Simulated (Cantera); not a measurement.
Feed: 1 mol CaCl2, 46 mol H2, 2.1 mol N2, held at 0.220 bar.

Equilibrium computed with Cantera from the NASA thermochemical tables; the gas is ideal and each condensed phase is pure. Candidate condensed phases: Ca, CaCl2, NH4Cl; 16 gas species. Equilibrium is a limit: real reactors are often held back by kinetics, nucleation or transport.

Problem. At 1002 °C, list the 3 most abundant gas species with their mole fractions, and the condensed phases.

Solution. H2 0.956, N2 0.0436, CaCl2 0.000160. Condensed: CaCl2(l).
